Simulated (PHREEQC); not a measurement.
Model water analysis in mg/kgw, 25 °C, pH 6.73, pe 11.3:

| constituent | mg/kgw |
|---|---|
| Na | 2130 |
| K | 28 |
| Ca | 92 |
| Mg | 154 |
| Cl | 3820 |
| S(6) as SO4 | 379 |
| Alkalinity as HCO3 | 0.0025 |
| O(0) (dissolved oxygen) | 7.4 |

Cl is adjusted to close the charge balance.
Valence states are taken as typed.

Model: ion-association model, phreeqc.dat, run in PHREEQC.

| quantity | before | after |
|---|---|---|
| Mg+2 (mol/kgw) | 0.00582 | 0.00566 |
| SO4-2 (mol/kgw) | 0.00283 | 0.00282 |
| Ca+2 (mol/kgw) | 0.00216 | 0.00211 |
| MgSO4 (mol/kgw) | 0.000513 | 0.000671 |
| NaSO4- (mol/kgw) | 0.000458 | 0.000266 |
| CaSO4 (mol/kgw) | 0.000138 | 0.000184 |
| SI of Gypsum (CaSO4:2H2O) | -1.52 | -1.40 |
| SI of Halite (NaCl) | -3.83 | -4.36 |

**Question.** What was changed between the two runs?
A. pH from 6.73 to 5.73 at the same alkalinity
B. Na from 2130 to 1060 mg/kgw
C. all concentrations times 3 at the same typed pH

**Answer.** B, Na from 2130 to 1060 mg/kgw

No solid was allowed to form.
